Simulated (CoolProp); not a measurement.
Vapour-liquid equilibrium of propane (1) + isopentane (2) at 340.1 K; x and y are mole fractions of (1).

Model: multi-fluid Helmholtz-energy mixture model, Lemmon 2009 and Lemmon 2006; pair parameters Kunz 2012, in CoolProp.

| x | bubble pressure (MPa) | y at the bubble point | dew pressure at overall composition x (MPa) | liquid density (mol/L) |
|---|---|---|---|---|
| 0.05 | 0.4331 | 0.252 | 0.3458 | 7.959 |
| 0.2 | 0.7294 | 0.588 | 0.4068 | 8.200 |
| 0.35 | 1.017 | 0.734 | 0.4923 | 8.491 |
| 0.5 | 1.308 | 0.822 | 0.6205 | 8.808 |
| 0.65 | 1.610 | 0.884 | 0.8310 | 9.114 |
| 0.8 | 1.934 | 0.935 | 1.224 | 9.345 |
| 0.95 | 2.298 | 0.983 | 2.042 | 9.391 |

No azeotrope shows between x = 0.05 and 0.95.

Pair parameters are fitted to limited data, so mixtures are less certain than the pure fluids.
